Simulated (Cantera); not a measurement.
A closed system holds: 1 mol SiH₂Cl₂, 11 mol NH₃, equilibrated at 1225 K and 3.80 mbar.

Method: chemical equilibrium by Gibbs-energy minimisation in Cantera with the NASA 1993 tables (ideal gas, pure condensed phases). Candidate condensed phases: NH₄Cl, Si, Si₃N₄; 28 gas species. Kinetics and transport are ignored.

Base state: H₂ 0.707, N₂ 0.207, HCl 0.0856, SiCl₂ 4.59e-5 (mole fractions); condensed: Si₃N₄(s).

### Question
What changes in the equilibrium state with this change: NH₃ from 11 to 1.4 mol?

### Answer
```csv
species,before,after
H₂,0.707,0.558
HCl,0.0856,0.388
N₂,0.207,0.0265
SiCl₄,7.00e-6,0.0188
SiCl₃,6.37e-6,0.00334
SiHCl₃,1.80e-6,0.000841
SiCl₂,4.59e-5,0.00471
"Si₃N₄(s), mol",0.333,0.295
```
The tables' values for SiCl₃ are old estimates; treat these amounts as uncertain.
